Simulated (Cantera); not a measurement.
Input: 1 mol V₂O₅, 550 mol H₂, at 1973.15 K and 66.0 Torr.

Method: chemical equilibrium by Gibbs-energy minimisation in Cantera with the NASA 1993 tables (ideal gas, pure condensed phases). Candidate condensed phases: H₂O, V, VO, V₂O₃, V₂O₄, V₂O₅; 12 gas species. VO: taken at fixed stoichiometry. The numbers say what is thermodynamically allowed, not how fast it happens.

Problem. What is the equilibrium state?

Solution. 
```json
{
  "x(H₂)": "0.990",
  "x(H₂O)": "0.00542",
  "x(H)": "0.00453",
  "x(VO₂)": "2.01e-5",
  "x(VO)": "1.45e-5",
  "x(OH)": "2.36e-6",
  "n(VO(s))": "1.98 mol",
  "gas_amount": "551.3 mol",
  "log10 activity of V(s) (absent)": "-1.27",
  "log10 activity of V₂O₅(l) (absent)": "-10.49"
}
```
